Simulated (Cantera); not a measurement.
A perfectly stirred reactor is fed with CO : H2 : O2 : N2 = 1 : 0.21 : 0.611 : 2.3 (molar parts), equivalence ratio 0.99, at 21000 Pa; it is adiabatic with a 350 K inlet, and is followed from long to short residence time, starting on the burning branch (τ in s: 0.24, 0.12, 0.056, 0.027, 0.013, 0.0063, 0.0031, 0.0015, 0.00072, 0.00035, 0.00017, 8.1e-05, 3.9e-05).

Detailed kinetics in Cantera: GRI-Mech 3.0 (53 species, 325 reactions).

Task: What does this change do: N2 2.3 to 3.6 parts?

Result: 
| quantity | before | after |
|---|---|---|
| blow-out, bracketed by the residence times tried | burning at 0.720 ms, out at 0.350 ms | burning at 1.50 ms, out at 0.720 ms |
| x(CO) at τ = 0.240 s | 0.0568 | 0.0345 |
| x(H2) at τ = 0.240 s | 0.00249 | 0.00190 |
| x(O2) at τ = 0.240 s | 0.0275 | 0.0180 |
| x(H) at τ = 0.240 s | 0.00196 | 0.00179 |
| x(NO) at τ = 0.240 s | 0.00261 | 0.000234 |
| x(CO) at τ = 3.10 ms | 0.0990 | 0.0688 |
| x(H2) at τ = 3.10 ms | 0.00610 | 0.00434 |
| x(O2) at τ = 3.10 ms | 0.0497 | 0.0366 |
| x(H) at τ = 3.10 ms | 0.0253 | 0.0210 |
| x(NO) at τ = 3.10 ms | 6.95e-5 | 3.56e-5 |

Task: What does this change do: CO 1 to 0.71 parts?

Result: 
```
quantity                                                                        before                                 after
------------------------------------------------  ------------------------------------  ------------------------------------
blow-out, bracketed by the residence times tried  burning at 0.720 ms, out at 0.350 ms  burning at 0.720 ms, out at 0.350 ms
x(CO) at τ = 0.240 s                                                            0.0568                                0.0207
x(H2) at τ = 0.240 s                                                           0.00249                               0.00128
x(O2) at τ = 0.240 s                                                            0.0275                                0.0521
x(H) at τ = 0.240 s                                                            0.00196                              0.000974
x(NO) at τ = 0.240 s                                                           0.00261                               0.00130
x(CO) at τ = 3.10 ms                                                            0.0990                                0.0581
x(H2) at τ = 3.10 ms                                                           0.00610                               0.00506
x(O2) at τ = 3.10 ms                                                            0.0497                                0.0688
x(H) at τ = 3.10 ms                                                             0.0253                                0.0183
x(NO) at τ = 3.10 ms                                                           6.95e-5                               4.73e-5
```
